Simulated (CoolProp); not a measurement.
A single-stage vapour-compression cycle with the fluid: evaporating at 200.15 K (dew point), condensing at 270.15 K (bubble point), superheat 0 K, subcooling 8 K, compressor efficiency 0.7, no pressure losses. The same conditions are run with several fluids, on thermodynamics alone (safety and materials aside).

Values from CoolProp's reference Helmholtz-energy equation of state of each fluid (R115: Lemmon 2016; R22: Kamei 1995; propylene: Lemmon 2013; hydrogen chloride: Thol 2018; hydrogen sulfide: Lemmon 2006; ethane: Bücker 2006).

```json
[
 {"fluid": "R115", "cooling COP": "1.46", "pressure ratio": "24.2", "discharge temperature (K)": "291.6", "refrigerating effect (kJ/kg)": "79.3", "volumetric capacity (kJ/m³)": "123"},
 {"fluid": "R22", "cooling COP": "[?]", "pressure ratio": "26.8", "discharge temperature (K)": "387.8", "refrigerating effect (kJ/kg)": "185", "volumetric capacity (kJ/m³)": "163"},
 {"fluid": "propylene", "cooling COP": "1.58", "pressure ratio": "19.8", "discharge temperature (K)": "348.8", "refrigerating effect (kJ/kg)": "328", "volumetric capacity (kJ/m³)": "227"},
 {"fluid": "hydrogen chloride", "cooling COP": "1.40", "pressure ratio": "12.5", "discharge temperature (K)": "491.5", "refrigerating effect (kJ/kg)": "321", "volumetric capacity (kJ/m³)": "1410"},
 {"fluid": "hydrogen sulfide", "cooling COP": "1.49", "pressure ratio": "18.6", "discharge temperature (K)": "490.2", "refrigerating effect (kJ/kg)": "436", "volumetric capacity (kJ/m³)": "[?]"},
 {"fluid": "ethane", "cooling COP": "1.42", "pressure ratio": "10.1", "discharge temperature (K)": "[?]", "refrigerating effect (kJ/kg)": "295", "volumetric capacity (kJ/m³)": "1240"}
]
```

Task: Some entries are withheld; supply them.

Result: 
- R22, cooling COP: 1.57
- hydrogen sulfide, volumetric capacity (kJ/m³): 460
- ethane, discharge temperature (K): 342.0
